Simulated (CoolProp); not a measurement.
R1233zd(E) along the isotherm 280.2 K: fugacity coefficient from the reference equation and from simpler models built on Tc = 438.9 K, pc = 3.583 MPa, ω = 0.304; each cubic takes its own stable root.

Values from CoolProp's reference Helmholtz-energy equation of state, Akasaka 2022.

| p (MPa) | phase | reference |
|---|---|---|
| 0.0283 | gas | 0.9874 |
| 0.0416 | gas | 0.9814 |
| 0.061 | gas | 0.9728 |
| 0.0896 | liquid | 0.7101 |
| 0.131 | liquid | 0.4865 |
| 0.193 | liquid | 0.3311 |
| 0.283 | liquid | 0.2267 |
| 0.416 | liquid | 0.1551 |
| 0.61 | liquid | 0.1067 |
| 0.896 | liquid | 0.07351 |
| 1.31 | liquid | 0.05117 |
| 1.93 | liquid | 0.03567 |
| 2.83 | liquid | 0.02528 |
| 4.16 | liquid | 0.01820 |
| 6.1 | liquid | 0.01348 |
| 8.96 | liquid | 0.01036 |

Question: How far does each simpler model (Redlich-Kwong, Peng-Robinson) lie from the reference over these 16 states: mean and median of the absolute difference, and the worst?

Answer: 
- Redlich-Kwong: mean 82.9 %, median 105.6 %, worst +116.9 % at 280.2 K and 8.96 MPa
- Peng-Robinson: mean 0.2 %, median 0.2 %, worst +0.3 % at 280.2 K and 0.061 MPa

At some of these states Redlich-Kwong gives the other phase, because its saturation line lies elsewhere.
